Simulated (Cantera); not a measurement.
Feed: 1 mol Mg(OH)₂, 2 mol CO₂, at 2100 K.

Cantera equilibrium calculation (NASA polynomials, part measured and part estimated; ideal gas, pure solids and liquids). Candidate condensed phases: C, C₆H₆, C₇H₈, C₈H₁₈, H₂O, Mg, MgCO₃, MgO, Mg(OH)₂; 116 gas species. Equilibrium is a limit: real reactors are often held back by kinetics, nucleation or transport.

log p: log10 of the partial pressure in bar; n: condensed amount in mol.

```json
[
 {"P (Pa)": "10", "log p CO₂": "-4.60", "log p H₂O": "-4.81", "log p CO": "-4.70", "log p O₂": "-4.86", "log p Mg": "-5.02", "log p O": "-5.29", "log p H": "-5.31", "log p OH": "-5.44", "log p H₂": "-5.60", "n MgO(s)": "0.568"},
 {"P (Pa)": "52", "log p CO₂": "-3.68", "log p H₂O": "-3.90", "log p CO": "-4.05", "log p O₂": "-4.33", "log p Mg": "-5.29", "log p O": "-5.02", "log p H": "-4.99", "log p OH": "-4.85", "log p H₂": "-4.96", "n MgO(s)": "0.964"},
 {"P (Pa)": "270", "log p CO₂": "-2.87", "log p H₂O": "-3.12", "log p CO": "-3.51", "log p O₂": "-3.80", "log p Mg": "-5.56", "log p O": "-4.76", "log p H": "-4.73", "log p OH": "-4.33", "log p H₂": "-4.45", "n MgO(s)": "0.996"},
 {"P (Pa)": "1400", "log p CO₂": "-2.10", "log p H₂O": "-2.37", "log p CO": "-2.99", "log p O₂": "-3.29", "log p Mg": "-5.81", "log p O": "-4.50", "log p H": "-4.48", "log p OH": "-3.82", "log p H₂": "-3.96", "n MgO(s)": "0.999"},
 {"P (Pa)": "7200", "log p CO₂": "…", "log p H₂O": "…", "log p CO": "…", "log p O₂": "…", "log p Mg": "…", "log p O": "…", "log p H": "…", "log p OH": "…", "log p H₂": "…", "n MgO(s)": "1.000"},
 {"P (Pa)": "37000", "log p CO₂": "…", "log p H₂O": "…", "log p CO": "…", "log p O₂": "…", "log p Mg": "…", "log p O": "…", "log p H": "…", "log p OH": "…", "log p H₂": "…", "n MgO(s)": "1.000"},
 {"P (Pa)": "190000", "log p CO₂": "0.09", "log p H₂O": "-0.21", "log p CO": "-1.53", "log p O₂": "-1.82", "log p Mg": "-6.54", "log p O": "-3.77", "log p H": "-3.77", "log p OH": "-2.38", "log p H₂": "-2.52", "n MgO(s)": "1.000"},
 {"P (Pa)": "1000000", "log p CO₂": "0.82", "log p H₂O": "0.52", "log p CO": "-1.05", "log p O₂": "-1.34", "log p Mg": "-6.79", "log p O": "-3.53", "log p H": "-3.53", "log p OH": "-1.89", "log p H₂": "-2.04", "n MgO(s)": "1.000"}
]
```

Problem. Fill in the missing entries.

Solution. 
- 7200, log p CO₂: -1.36
- 7200, log p H₂O: -1.64
- 7200, log p CO: -2.50
- 7200, log p O₂: -2.79
- 7200, log p Mg: -6.06
- 7200, log p O: -4.25
- 7200, log p H: -4.24
- 7200, log p OH: -3.34
- 7200, log p H₂: -3.48
- 37000, log p CO₂: -0.63
- 37000, log p H₂O: -0.92
- 37000, log p CO: -2.01
- 37000, log p O₂: -2.30
- 37000, log p Mg: -6.30
- 37000, log p O: -4.01
- 37000, log p H: -4.01
- 37000, log p OH: -2.85
- 37000, log p H₂: -3.00
